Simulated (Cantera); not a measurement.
Mixture: 17.1 % H2, 10.2 % O2, 70.4 % N2, 2.23 % H2O, equivalence ratio 0.84, at 100000 Pa, adiabatic and at constant volume. Ignition delay is the time to a rise of 400 K.

Detailed kinetics in Cantera: the H2/O2 subset of GRI-Mech 3.0, which has no nitrogen chemistry. Below about 950 K walls govern HO2 and H2O2 in real vessels. Where the delays flatten at high temperature, the 400 K rule measures the pace of heat release, not the induction time.

Predict: delay at 900 K; delay at 1100 K; delay at 1300 K; delay at 1500 K.


```json
{
 "delay at 900 K": "0.402 s",
 "delay at 1100 K": "0.143 ms",
 "delay at 1300 K": "47.6 µs",
 "delay at 1500 K": "30.4 µs"
}
```
